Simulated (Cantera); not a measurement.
Input (Python, Cantera) and output of one run.

```python
import numpy as np
import cantera as ct

gas_names = [...]  # 110 gases of nasa_gas.yaml made of C, H, O
cond_names = """
    C(gr) C6H6(L) C7H8(L) C8H18(L),n-octa H2O(s) H2O(L)
""".split()


# ... load() reads the species with a 1 bar reference pressure and builds the phases ...
atoms = {
    'C2H6': {'C': 2, 'H': 6},
    'CO2': {'C': 1, 'O': 2},
    'H2': {'H': 2},
}
top_T = {'C(gr)': 4500}  # K; cautious upper limits of use, not melting points


# ... equilibrate(T, P, feed) seeds the gas with the atoms and calls Mixture.equilibrate('TP', solver="vcs", rtol=1e-11, max_steps=5000) ...
results = []
feed = {'C2H6': 1, 'CO2': 3.8, 'H2': 3.1}  # mol
T = 950  # K
for P in [10, 46, 220, 1000, 4600, 22000, 100000, 460000, 2200000, 10000000]:
    mix = equilibrate(T, P, feed)
    results.append((T, P, feed, dict(zip(mix.species_names, mix.species_moles))))
    x = sorted(zip(gas.X, gas.species_names), reverse=True)
    print(f"T = {T:g} K  P = {P:g} Pa  gas = {mix.phase_moles(0):.4g} mol")
    print("   x: " + "  ".join(f"{s} {v:.3e}" for v, s in x if v > 0.0001))
    print("   condensed (mol): " + ("  ".join(f"{mix.phase(i).name} {mix.phase_moles(i):.4g}"
          for i in range(1, mix.n_phases) if mix.phase_moles(i) > 1e-12) or "none"))
```

It prints:

```
T = 950 K  P = 10 Pa  gas = 11.9 mol
   x: H2 4.535e-01  CO 3.952e-01  CO2 9.220e-02  H2O 5.906e-02
   condensed (mol): none
T = 950 K  P = 46 Pa  gas = 11.9 mol
   x: H2 4.535e-01  CO 3.952e-01  CO2 9.220e-02  H2O 5.906e-02
   condensed (mol): none
T = 950 K  P = 220 Pa  gas = 11.9 mol
   x: H2 4.535e-01  CO 3.952e-01  CO2 9.220e-02  H2O 5.906e-02
   condensed (mol): none
T = 950 K  P = 1000 Pa  gas = 11.9 mol
   x: H2 4.535e-01  CO 3.952e-01  CO2 9.221e-02  H2O 5.907e-02
   condensed (mol): none
T = 950 K  P = 4600 Pa  gas = 11.9 mol
   x: H2 4.532e-01  CO 3.950e-01  CO2 9.237e-02  H2O 5.916e-02  CH4 2.059e-04
   condensed (mol): none
T = 950 K  P = 22000 Pa  gas = 11.8 mol
   x: H2 4.473e-01  CO 3.915e-01  CO2 9.581e-02  H2O 6.110e-02  CH4 4.343e-03
   condensed (mol): none
T = 950 K  P = 100000 Pa  gas = 10.6 mol
   x: H2 4.063e-01  CO 3.007e-01  CO2 1.513e-01  H2O 1.141e-01  CH4 2.767e-02
   condensed (mol): C(gr) 0.7184
T = 950 K  P = 460000 Pa  gas = 9 mol
   x: H2 3.071e-01  H2O 2.252e-01  CO2 2.243e-01  CO 1.707e-01  CH4 7.272e-02
   condensed (mol): C(gr) 1.591
T = 950 K  P = 2.2e+06 Pa  gas = 7.928 mol
   x: H2O 3.285e-01  CO2 2.721e-01  H2 1.859e-01  CH4 1.275e-01  CO 8.597e-02
   condensed (mol): C(gr) 1.95
T = 950 K  P = 1e+07 Pa  gas = 7.373 mol
   x: H2O 3.933e-01  CO2 2.976e-01  CH4 1.671e-01  H2 9.983e-02  CO 4.218e-02
   condensed (mol): C(gr) 2.062
```

Equilibrium computed with Cantera from the NASA thermochemical tables; the gas is ideal and each condensed phase is pure. The ideal-gas law is rough above about 30 bar.
